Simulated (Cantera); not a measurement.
**N2O furnace oxynitridation**

An isothermal, constant-pressure homogeneous reactor starts with N2O : N2 = 1 : 0.8 (molar parts), at 1073 K and 0.0210 bar.

Cantera simulation using GRI-Mech 3.0 (53 species, 325 reactions); the numbers are that mechanism's predictions, not measurements. GRI-Mech 3.0 was tuned for natural gas; its chemistry of N2O as a main component is partial and can be far from experiment. Radical loss at walls, strong at low pressure, is not modelled. The mechanism lacks the step 2 NO + O2 → 2 NO2, which can matter for NO2 below about 1400 K. The temperature is held fixed by assumption; the heat of reaction is taken as removed at once.

```tsv
t (s)	x N2O	x N2	x NO2	x NO	x O2	x O
0.000400	0.556	0.444	<1e-12	2.42e-9	1.91e-8	7.65e-8
0.00159	0.556	0.444	<1e-12	2.58e-8	2.03e-7	1.70e-7
0.00633	0.556	0.444	<1e-12	1.59e-7	1.26e-6	1.98e-7
0.0252	0.556	0.444	<1e-12	7.05e-7	5.55e-6	1.98e-7
0.100	0.555	0.444	8.85e-12	2.87e-6	2.26e-5	1.98e-7
0.399	0.555	0.445	1.38e-10	1.15e-5	9.06e-5	1.98e-7
1.59	0.555	0.445	2.03e-9	4.58e-5	0.000361	1.98e-7
6.32	0.552	0.447	2.42e-8	0.000182	0.00143	1.98e-7
25.1	0.540	0.453	1.77e-7	0.000714	0.00562	1.98e-7
100	0.498	0.478	8.08e-7	0.00270	0.0213	1.97e-7
```
x: mole fraction; the columns are a selection and need not sum to one.

Equilibrium at this temperature and pressure: N2O 7.47e-10, N2 0.783, NO2 3.32e-7, NO 6.74e-5, O2 0.217, O 4.03e-9 (gas phase only).
